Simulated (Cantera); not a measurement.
Gas mixture: N2 = 0.22 (molar parts), at 5180 Torr, frozen composition.

Cantera's kinetic-theory transport with the Lennard-Jones parameters of GRI-Mech 3.0, ideal gas; thermal conductivity in the multicomponent form.

D: mixture-averaged diffusion coefficient of that species in the mixture.

```
T (K)  ρ (kg/m³)  cp (J/kg/K)  μ (µPa s)  λ (mW/m/K)     Pr  D (cm²/s) NH3  D (cm²/s) CH4  D (cm²/s) CH3
-----  ---------  -----------  ---------  ----------  -----  -------------  -------------  -------------
400         5.81         1047       22.3        32.9  0.710         0.0561         0.0548         0.0550
550         4.23         1065       27.9        42.0  0.707          0.101         0.0951         0.0955
700         3.32         1095       32.8        50.9  0.706          0.155          0.143          0.144
850         2.74         1134       37.3        59.9  0.706          0.218          0.199          0.200
1000        2.32         1169       41.5        68.8  0.706          0.289          0.261          0.262
1150        2.02         1195       45.5  (withheld)  0.706     (withheld)     (withheld)     (withheld)
1300        1.79         1218       49.2  (withheld)  0.706     (withheld)     (withheld)     (withheld)
1450        1.60         1237       52.8        92.6  0.706          0.543          0.485          0.487
```

Task: Fill in the missing entries.

Result: 
- 1150, λ (mW/m/K): 77.0
- 1150, D (cm²/s) NH3: 0.367
- 1150, D (cm²/s) CH4: 0.330
- 1150, D (cm²/s) CH3: 0.331
- 1300, λ (mW/m/K): 84.9
- 1300, D (cm²/s) NH3: 0.452
- 1300, D (cm²/s) CH4: 0.405
- 1300, D (cm²/s) CH3: 0.406
